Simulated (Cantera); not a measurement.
A perfectly stirred reactor is fed with H2 : O2 : N2 : H2O = 1 : 0.312 : 2.53 : 0.84 (molar parts), equivalence ratio 1.6, at 18.0 bar; it is adiabatic with a 575 K inlet, and is followed from long to short residence time, starting on the burning branch (τ in s: 0.035, 0.012, 0.0042, 0.0015, 0.00051, 0.00018, 6.2e-05, 2.2e-05, 7.5e-06).

Model: GRI-Mech 3.0 (53 species, 325 reactions), integrated in Cantera. The hydrogen kinetics of GRI-Mech 3.0 are dated; newer H2 mechanisms differ, most at raised pressure. The pressure lies above the range GRI-Mech 3.0 was tuned for (to about 10 atm).

Problem. Predict: blow-out, bracketed by the residence times tried; x(H2) at τ = 35.0 ms; x(O2) at τ = 35.0 ms; x(H2O) at τ = 35.0 ms; x(NO) at τ = 35.0 ms; x(OH) at τ = 35.0 ms; x(H2) at τ = 0.510 ms; x(O2) at τ = 0.510 ms; x(H2O) at τ = 0.510 ms; x(NO) at τ = 0.510 ms; x(OH) at τ = 0.510 ms.

Solution. 
```
Item                                                                             Value
------------------------------------------------  ------------------------------------
blow-out, bracketed by the residence times tried  burning at 0.510 ms, out at 0.180 ms
x(H2) at τ = 35.0 ms                                                            0.0862
x(O2) at τ = 35.0 ms                                                           7.93e-5
x(H2O) at τ = 35.0 ms                                                            0.335
x(NO) at τ = 35.0 ms                                                           7.35e-9
x(OH) at τ = 35.0 ms                                                           1.13e-5
x(H2) at τ = 0.510 ms                                                           0.0887
x(O2) at τ = 0.510 ms                                                          0.00144
x(H2O) at τ = 0.510 ms                                                           0.331
x(NO) at τ = 0.510 ms                                                          6.02e-8
x(OH) at τ = 0.510 ms                                                          4.12e-5
```
